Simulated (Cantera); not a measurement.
A closed system holds: 1 mol CS₂, 0.78 mol O₂, equilibrated at 71.0 Pa.

Equilibrium computed with Cantera from the NASA thermochemical tables; the gas is ideal and each condensed phase is pure. Candidate condensed phases: C, S; 22 gas species. Gases not in the tables: S₃ to S₇. Rates play no part.

Q: At 1000 °C, list the 6 most abundant gas species with their mole fractions, and the condensed phases.

A: S₂ 0.484, CO 0.255, CO₂ 0.239, SO₂ 0.0186, COS 0.00201, SO 0.00106. Condensed: gas only.
